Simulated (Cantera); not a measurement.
**Silicon nitride deposition: SiCl4 + N2 + H2**

A closed system holds: 1 mol SiCl4, 0.41 mol N2, 0.39 mol H2.

Method: chemical equilibrium by Gibbs-energy minimisation in Cantera with the NASA 1993 tables (ideal gas, pure condensed phases). Candidate condensed phases: NH4Cl, Si, Si3N4; 28 gas species. N2 is the only nitrogen source here; it is nearly inert below about 1500 K, so the nitride shown seldom forms there in practice. The tables' values for SiCl3 are old estimates. The numbers say what is thermodynamically allowed, not how fast it happens.

Stable condensed phases:

```
T in °C \ P in Pa
              5     15     45    140    410   1200   3700  11000  33000 100000
   1577       A      A      A      A      A      A      A      A      A      A
   1527       A      A      A      A      A      A      A      A      A      A
   1477       A      A      A      A      A      A      A      A      A      A
   1427       A      A      A      A      A      A      A      A      A      A
   1377       A      A      A      A      A      A      A      A      A      A
   1327       A      A      A      A      A      A      A      A      A      B
   1277       A      A      A      A      A      A      A      A      B      B
   1227       A      A      A      A      A      A      A      B      B      B
   1177       A      A      A      A      A      A      A      B      B      B
   1127       A      A      A      A      A      A      B      B      B      B
   1077       A      A      A      A      A      B      B      B      B      B
   1027       A      A      A      B      B      B      B      B      B      B
    977       A      A      B      B      B      B      B      B      B      B
```

A: gas only; B: Si3N4.
